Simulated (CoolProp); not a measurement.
Vapour-liquid equilibrium of ethanol (1) + cyclohexane (2) at 0.125 MPa; x and y are mole fractions of (1).

The numbers come from the multi-fluid Helmholtz-energy mixture model, Schroeder 2014 and Zhou 2014; pair parameters Bell 2016 in CoolProp.

```tsv
x	bubble temperature (°C)	y at the bubble point	dew temperature at overall composition x (°C)	liquid density (mol/L)
0.05	80.8	0.217	86.3	8.715
0.125	75.7	0.364	83.9	9.058
0.2	73.5	0.429	81.4	9.400
0.275	72.7	0.460	78.8	9.762
0.35	72.4	0.475	76.2	10.16
0.425	72.3	0.483	73.7	10.60
0.5	72.3	0.488	72.4	11.09
0.575	72.3	0.494	73.9	11.63
0.65	72.5	0.508	75.8	12.24
0.725	73.0	0.534	77.7	12.90
0.8	74.2	0.584	79.5	13.63
0.875	76.4	0.674	81.2	14.42
0.95	80.2	0.833	82.8	15.27
```

y crosses x between x = 0.425 and 0.5: the model has an azeotrope there.

The pair parameters rest on a limited set of measurements; away from them the model extrapolates.
